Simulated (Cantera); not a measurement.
An adiabatic, constant-pressure homogeneous reactor starts with H₂ : O₂ : N₂ = 1 : 0.25 : 2.15 (molar parts), equivalence ratio 2.0, at 1273 K and 1.00 bar. Integrator tolerance rtol = 1e-08.

Computed with Cantera and GRI-Mech 3.0 (53 species, 325 reactions).

Task: What does this change do: O2 0.25 to 0.42 parts?

Result: 
| quantity | before | after |
|---|---|---|
| time of steepest temperature rise | 55.5 µs | 38.4 µs |
| temperature at 3.00 s | 2302 K | 2682 K |
| equilibrium temperature | 2302 K | 2682 K |
| x(H₂) at 3.00 s | 0.157 (gas-phase equilibrium 0.157) | 0.0606 (gas-phase equilibrium 0.0606) |
| x(O₂) at 3.00 s | 4.49e-6 (gas-phase equilibrium 4.49e-6) | 0.00286 (gas-phase equilibrium 0.00286) |
| x(N₂O) at 3.00 s | 3.51e-9 (gas-phase equilibrium 3.51e-9) | 1.71e-7 (gas-phase equilibrium 1.71e-7) |
| x(NO) at 3.00 s | 6.80e-5 (gas-phase equilibrium 6.80e-5) | 0.00334 (gas-phase equilibrium 0.00334) |
| x(H₂O₂) at 3.00 s | 1.48e-9 (gas-phase equilibrium 1.48e-9) | 1.29e-7 (gas-phase equilibrium 1.29e-7) |

Task: What does this change do: pressure from 1.00 bar to 20.0 bar?

Result: 
```json
[
 {"quantity": "time of steepest temperature rise", "before": "55.5 µs", "after": "29.7 µs"},
 {"quantity": "temperature at 3.00 s", "before": "2302 K", "after": "2323 K"},
 {"quantity": "equilibrium temperature", "before": "2302 K", "after": "2323 K"},
 {"quantity": "x(H₂) at 3.00 s", "before": "0.157 (gas-phase equilibrium 0.157)", "after": "0.158 (gas-phase equilibrium 0.158)"},
 {"quantity": "x(O₂) at 3.00 s", "before": "4.49e-6 (gas-phase equilibrium 4.49e-6)", "after": "2.84e-7 (gas-phase equilibrium 2.84e-7)"},
 {"quantity": "x(N₂O) at 3.00 s", "before": "3.51e-9 (gas-phase equilibrium 3.51e-9)", "after": "4.12e-9 (gas-phase equilibrium 4.12e-9)"},
 {"quantity": "x(NO) at 3.00 s", "before": "6.80e-5 (gas-phase equilibrium 6.80e-5)", "after": "1.78e-5 (gas-phase equilibrium 1.78e-5)"},
 {"quantity": "x(H₂O₂) at 3.00 s", "before": "1.48e-9 (gas-phase equilibrium 1.48e-9)", "after": "1.77e-9 (gas-phase equilibrium 1.77e-9)"}
]
```
The hydrogen kinetics of GRI-Mech 3.0 are dated; newer H2 mechanisms differ, most at raised pressure. The pressure lies above the range GRI-Mech 3.0 was tuned for (to about 10 atm).
